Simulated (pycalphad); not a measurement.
CALPHAD calculation (pycalphad, COST 507 light-alloy database (1999)), 1 atm. These are 1990s assessments: newer ones move some temperatures and phases. Phase fractions are per mole of atoms.

Question: Give the equilibrium state of Si-3.33C (at.%) at 1100 K.

Answer: DIAMOND_A4, fraction 0.933, with <0.01 C at.%; CSI, fraction 0.067, with 50.0 C at.%.

Question: Give the equilibrium state of Si-3.33C (at.%) at 1700 K.

Answer: LIQUID, fraction 0.933, with <0.01 C at.%; CSI, fraction 0.067, with 50.0 C at.%.

Database names, with the compositions (at.%) that they take in these runs: CSI: Si 50 C 50. DIAMOND_A4 is diamond (Si).
